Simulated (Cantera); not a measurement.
Silicon nitride deposition: trisilylamine + N2

Input: 1 mol trisilylamine, 36 mol N2, held at 3.20 mbar.

These are equilibrium values from Cantera (NASA tables, ideal gas, pure condensed phases), not measurements of a reactor. Candidate condensed phases: Si, Si3N4; 18 gas species. The feed counts by its element totals alone. The tables' values for SiN are old estimates; treat these amounts as uncertain. Equilibrium is a limit: real reactors are often held back by kinetics, nucleation or transport.

| T (K) | x N2 | x H2 | x Si | x H | n Si3N4(s) | n Si(l) |
|---|---|---|---|---|---|---|
| 1373 | 0.885 | 0.115 | 1.28e-9 | 2.00e-5 | 1.00 | 0 |
| 1473 | 0.885 | 0.115 | 7.81e-8 | 7.60e-5 | 1.000 | 0 |
| 1573 | 0.885 | 0.115 | 2.80e-6 | 0.000244 | 1.000 | 0 |
| 1673 | 0.884 | 0.115 | 6.51e-5 | 0.000683 | 0.999 | 0 |
| 1773 | 0.889 | 0.109 | 0.000666 | 0.00166 | 0 | 2.97 |
| 1873 | 0.886 | 0.107 | 0.00276 | 0.00374 | 0 | 2.87 |
| 1973 | 0.878 | 0.104 | 0.00986 | 0.00770 | 0 | 2.55 |
x: gas mole fraction; n: condensed amount in mol.

From 1373 K to 1673 K the condensed part is Si3N4(s). From 1773 K to 1973 K the condensed part is Si(l).
